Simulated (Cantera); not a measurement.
A closed system holds: 1 mol Si, 0.54 mol Cl2, 9.3 mol H2, 1.4 mol HCl, at 10000 Pa.

Equilibrium computed with Cantera from the NASA thermochemical tables; the gas is ideal and each condensed phase is pure. Candidate condensed phases: Si; 19 gas species. The tables' values for SiCl3 are old estimates; treat these amounts as uncertain. Equilibrium is a limit: real reactors are often held back by kinetics, nucleation or transport.

**Question.** At 677 °C, list the 5 most abundant gas species with their mole fractions, and the condensed phases.

**Answer.** H2 0.929, SiCl4 0.0424, SiHCl3 0.0169, HCl 0.0107, SiH2Cl2 0.000681. Condensed: Si(s).
